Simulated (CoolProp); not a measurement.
Vapour-liquid equilibrium of ethylene (1) + propane (2) at 0.379 MPa; x and y are mole fractions of (1).

Computed with CoolProp (multi-fluid Helmholtz-energy mixture model, Smukala 2000 and Lemmon 2009; pair parameters Bell 2016).

Question: Give the bubble temperature and the first vapour's composition at x = 0.2, 0.35, 0.65. Is there an azeotrope?

Answer: x = 0.2: 233.0 K, y = 0.745; x = 0.35: 219.6 K, y = 0.883; x = 0.65: 205.2 K, y = 0.967. No azeotrope shows between x = 0.05 and 0.95.

Pair parameters are fitted to limited data, so mixtures are less certain than the pure fluids. The gap from Raoult's law changes sign with composition, which may be real or a fault of the pair parameters; it wasn't checked against measurements.
